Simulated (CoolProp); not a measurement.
Saturated liquid density (kg/m³) of methanol: the reference equation beside estimates from Tc = 240.2 °C, pc = 8.216 MPa, ω = 0.565. Rackett uses Z = 0.29056 − 0.08775 ω.

Model: reference Helmholtz-energy equation of state, de Reuck 1993, in CoolProp.

```tsv
T (°C)	reference	Rackett	van der Waals	Redlich-Kwong	Soave-Redlich-Kwong	Peng-Robinson
137.55	664.3	628.5	317.9	449.2	496.5	562.8
142.15	657.8	621.2	314.4	?	490.1	555.6
146.65	651.2	613.9	310.9	436.6	483.5	548.3
151.25	644.3	606.3	307.2	430.0	476.6	540.6
155.85	637.1	598.5	303.5	423.2	469.5	532.5
160.35	629.8	590.6	299.7	416.4	462.2	524.3
164.95	622.1	582.4	295.7	409.2	454.5	515.5
169.55	614.0	573.9	291.6	401.8	446.4	?
174.05	605.8	565.3	287.4	394.3	438.2	497.0
178.65	597.0	556.3	283.0	386.4	?	487.0
183.25	587.7	?	278.4	378.2	420.2	476.4
187.75	578.2	537.3	273.8	369.9	410.7	465.5
192.35	567.9	527.1	268.8	361.0	400.6	453.8
196.85	557.2	516.6	263.7	351.9	390.0	441.6
```

**Question.** Some entries are withheld; supply them.

**Answer.** 
- 142.15, Redlich-Kwong: 442.9
- 169.55, Peng-Robinson: 506.4
- 178.65, Soave-Redlich-Kwong: 429.4
- 183.25, Rackett: 546.9

Absolute difference from the reference over all 14 rows, mean and median: Rackett 6.4 and 6.5 %, van der Waals 52.5 and 52.5 %, Redlich-Kwong 34.5 and 34.4 %, Soave-Redlich-Kwong 27.3 and 27.1 %, Peng-Robinson 17.6 and 17.3 %.
